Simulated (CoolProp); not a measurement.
Vapour-liquid equilibrium of n-perfluorobutane (1) + R365MFC (2) at 243 kPa; x and y are mole fractions of (1).

Values from CoolProp's multi-fluid Helmholtz-energy mixture model, Gao 2022 and Lemmon 2016; pair parameters Bell 2016.

| x | bubble temperature (K) | y at the bubble point | dew temperature at overall composition x (K) | liquid density (mol/L) |
|---|---|---|---|---|
| 0.05 | 326.3 | 0.361 | 338.4 | 7.914 |
| 0.125 | 314.2 | 0.593 | 335.8 | 7.879 |
| 0.2 | 308.0 | 0.687 | 333.0 | 7.763 |
| 0.275 | 304.7 | 0.734 | 330.0 | 7.612 |
| 0.35 | 302.7 | 0.762 | 326.7 | 7.450 |
| 0.425 | 301.3 | 0.781 | 323.3 | 7.289 |
| 0.5 | 300.3 | 0.798 | 319.5 | 7.132 |
| 0.575 | 299.4 | 0.814 | 315.3 | 6.984 |
| 0.65 | 298.5 | 0.832 | 310.6 | 6.846 |
| 0.725 | 297.7 | 0.854 | 305.3 | 6.718 |
| 0.8 | 296.9 | 0.881 | 300.2 | 6.600 |
| 0.875 | 296.1 | 0.916 | 297.1 | 6.493 |
| 0.95 | 295.5 | 0.961 | 295.6 | 6.393 |

No azeotrope shows between x = 0.05 and 0.95.

Pair parameters are fitted to limited data, so mixtures are less certain than the pure fluids. With so large a gap from Raoult's law the liquid may split in two, which this calculation doesn't test in full.
